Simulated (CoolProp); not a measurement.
Computed with CoolProp (reference Helmholtz-energy equation of state, Guder 2009).

Give the vapour pressure (kPa), liquid density (kg/m³), enthalpy of vaporisation (kJ/kg), liquid conductivity (mW/(m K)) of saturated sulfur hexafluoride at -23.15, -17.45, -0.35 °C.


```csv
T (°C),p (kPa),liquid density (kg/m³),enthalpy of vaporisation (kJ/kg),liquid conductivity (mW/(m K))
-23.15,622,1710,98.2,69.1
-17.45,748,1670,95.1,67.3
-0.35,1240,1560,84.3,61.8
```

Thermal conductivity comes from a separate model (Assael 2012).
